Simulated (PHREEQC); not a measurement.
Consider water at 25 °C with 0.0072 mol/kgw NaHSO4 and 0.0027 mol/kgw Na2SO4. It is in equilibrium with CO2 at log p = -2 (atm). Otherwise closed; pH follows from the charge balance.

The numbers come from PHREEQC with the ion-association model, phreeqc.dat.

```json
{
 "pH": "2.35",
 "ionic_strength": "0.0250 mol/kgw",
 "specific_conductance": "3240 µS/cm",
 "total_alkalinity": "-7.20 meq/kg"
}
```

| species | molality | activity | log γ |
|---|---|---|---|
| Na+ | 0.0123 | 0.0106 | -0.064 |
| SO4-2 | 0.00753 | 0.00417 | -0.257 |
| H+ | 0.00509 | 0.00448 | -0.055 |
| HSO4- | 0.00211 | 0.00182 | -0.066 |
| CO2 | 0.000338 | 0.000340 | 0.002 |
| NaSO4- | 0.000257 | 0.000222 | -0.063 |
| HCO3- | 3.90e-8 | 3.38e-8 | -0.063 |
| (CO2)2 | 2.11e-9 | 2.13e-9 | 0.002 |

Precipitation was switched off in this run.
